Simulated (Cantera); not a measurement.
## Equilibrium for nitride etching: Si3N4 + H2

Feed: 1 mol Si3N4, 520 mol H2, at 31.5 Torr.

Equilibrium computed with Cantera from the NASA thermochemical tables; the gas is ideal and each condensed phase is pure. Candidate condensed phases: Si, Si3N4; 18 gas species. Mutual solubility and eutectic melting of coexisting phases are not modelled. Gases not in the tables: Si2H6 and higher silanes. Equilibrium is a limit: real reactors are often held back by kinetics, nucleation or transport.

```json
[
 {"T (K)": "775", "x H2": "1.00", "x N2": "<1e-12", "x H": "4.84e-12", "x Si": "<1e-12", "x SiH2": "<1e-12", "x SiH": "<1e-12", "x Si2": "<1e-12", "n Si3N4(s)": "1.00", "n Si(s)": "0", "n Si(l)": "0"},
 {"T (K)": "875", "x H2": "1.00", "x N2": "7.08e-11", "x H": "2.45e-10", "x Si": "<1e-12", "x SiH2": "<1e-12", "x SiH": "<1e-12", "x Si2": "<1e-12", "n Si3N4(s)": "1.00", "n Si(s)": "0", "n Si(l)": "0"},
 {"T (K)": "975", "x H2": "1.00", "x N2": "1.49e-9", "x H": "5.58e-9", "x Si": "<1e-12", "x SiH2": "8.45e-12", "x SiH": "<1e-12", "x Si2": "<1e-12", "n Si3N4(s)": "1.000", "n Si(s)": "0", "n Si(l)": "0"},
 {"T (K)": "1075", "x H2": "1.00", "x N2": "1.14e-8", "x H": "7.16e-8", "x Si": "<1e-12", "x SiH2": "6.03e-10", "x SiH": "1.15e-12", "x Si2": "<1e-12", "n Si3N4(s)": "1.000", "n Si(s)": "0", "n Si(l)": "0"},
 {"T (K)": "1175", "x H2": "1.000", "x N2": "3.07e-7", "x H": "5.98e-7", "x Si": "1.27e-11", "x SiH2": "7.10e-9", "x SiH": "4.61e-11", "x Si2": "<1e-12", "n Si3N4(s)": "1.000", "n Si(s)": "0", "n Si(l)": "0"},
 {"T (K)": "1275", "x H2": "1.000", "x N2": "6.05e-6", "x H": "3.60e-6", "x Si": "4.59e-10", "x SiH2": "4.94e-8", "x SiH": "8.98e-10", "x Si2": "<1e-12", "n Si3N4(s)": "0.998", "n Si(s)": "0.00468", "n Si(l)": "0"},
 {"T (K)": "1375", "x H2": "1.000", "x N2": "7.67e-5", "x H": "1.67e-5", "x Si": "9.77e-9", "x SiH2": "2.58e-7", "x SiH": "1.13e-8", "x Si2": "4.71e-12", "n Si3N4(s)": "0.980", "n Si(s)": "0.0597", "n Si(l)": "0"},
 {"T (K)": "1475", "x H2": "0.999", "x N2": "0.000684", "x H": "6.33e-5", "x Si": "1.37e-7", "x SiH2": "1.08e-6", "x SiH": "1.00e-7", "x Si2": "1.46e-10", "n Si3N4(s)": "0.822", "n Si(s)": "0.533", "n Si(l)": "0"},
 {"T (K)": "1575", "x H2": "0.996", "x N2": "0.00383", "x H": "0.000202", "x Si": "1.37e-6", "x SiH2": "3.74e-6", "x SiH": "6.68e-7", "x Si2": "2.91e-9", "n Si3N4(s)": "0", "n Si(s)": "3.00", "n Si(l)": "0"},
 {"T (K)": "1675", "x H2": "0.996", "x N2": "0.00383", "x H": "0.000565", "x Si": "1.03e-5", "x SiH2": "1.12e-5", "x SiH": "3.55e-6", "x Si2": "4.02e-8", "n Si3N4(s)": "0", "n Si(s)": "2.99", "n Si(l)": "0"},
 {"T (K)": "1775", "x H2": "0.995", "x N2": "0.00383", "x H": "0.00141", "x Si": "5.23e-5", "x SiH2": "2.49e-5", "x SiH": "1.31e-5", "x Si2": "2.93e-7", "n Si3N4(s)": "0", "n Si(s)": "0", "n Si(l)": "2.95"},
 {"T (K)": "1875", "x H2": "0.993", "x N2": "0.00382", "x H": "0.00319", "x Si": "0.000216", "x SiH2": "4.93e-5", "x SiH": "4.08e-5", "x Si2": "1.62e-6", "n Si3N4(s)": "0", "n Si(s)": "0", "n Si(l)": "2.84"}
]
```
x: gas mole fraction; n: condensed amount in mol.

From 775 K to 1175 K the condensed part is Si3N4(s). From 1275 K to 1475 K the condensed part is Si(s) + Si3N4(s). From 1575 K to 1675 K the condensed part is Si(s). From 1775 K to 1875 K the condensed part is Si(l).
